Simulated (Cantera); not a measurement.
An adiabatic, constant-volume homogeneous reactor starts with CO : H₂ : O₂ : N₂ : H₂O = 1 : 0.65 : 2.06 : 7.75 : 1.3 (molar parts), at 1798 K and 500000 Pa. Integrator tolerance rtol = 1e-08.

Model: GRI-Mech 3.0 (53 species, 325 reactions), integrated in Cantera. The hydrogen kinetics of GRI-Mech 3.0 are dated; newer H2 mechanisms differ, most at raised pressure.

```
quantity                                                              before                                      after
---------------------------------  -----------------------------------------  -----------------------------------------
time of steepest temperature rise                                    2.45 µs                                    5.75 µs
temperature at 0.100 s                                                2657 K                                     2490 K
equilibrium temperature                                               2657 K                                     2490 K
x(CO) at 0.100 s                     0.00757 (gas-phase equilibrium 0.00757)    0.00326 (gas-phase equilibrium 0.00326)
x(H₂) at 0.100 s                     0.00231 (gas-phase equilibrium 0.00231)    0.00104 (gas-phase equilibrium 0.00104)
x(O₂) at 0.100 s                       0.0932 (gas-phase equilibrium 0.0932)      0.0953 (gas-phase equilibrium 0.0953)
x(HO₂) at 0.100 s                    2.29e-5 (gas-phase equilibrium 2.29e-5)    1.61e-5 (gas-phase equilibrium 1.61e-5)
x(NO₂) at 0.100 s                    2.39e-5 (gas-phase equilibrium 2.39e-5)    2.32e-5 (gas-phase equilibrium 2.32e-5)
x(H) at 0.100 s                    0.000883 (gas-phase equilibrium 0.000883)  0.000280 (gas-phase equilibrium 0.000280)
x(H₂O) at 0.100 s                        0.152 (gas-phase equilibrium 0.152)        0.157 (gas-phase equilibrium 0.157)
```

Problem. Which change was made?
(A) initial temperature 1798 to 1500 K
(B) pressure from 500000 Pa to 101000 Pa
(C) initial temperature 1798 to 1600 K
(D) pressure from 500000 Pa to 100000 Pa

Solution. A, initial temperature 1798 to 1500 K
